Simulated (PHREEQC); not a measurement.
## Hard or scaling water: an equilibrium model

Make-up at 71 °C: 0.019 mol MgCl2, 0.00033 mol Na2CO3 and 0.0066 mol MgSO4 per kg of water. Closed to the air; pH follows from the charge balance.

All values are PHREEQC results (ion-association model, phreeqc.dat), not measurements.

This is a speciation only: nothing precipitates in the calculation.

Task: Estimate the pH, specific conductance, ionic strength.

Result: pH 8.24; specific conductance 9610 µS/cm; ionic strength 0.0651 mol/kgw.

Task: In which forms is C present?

Result: HCO3- 74 %, MgCO3 13 %, MgHCO3+ 11 %, CO3-2 1.9 %, CO2 0.7 % of the C.

Complexes and solids missing from the database can't appear. Away from 25 °C the constants follow the database's enthalpies or fits; those with neither stay at their 25 °C values.
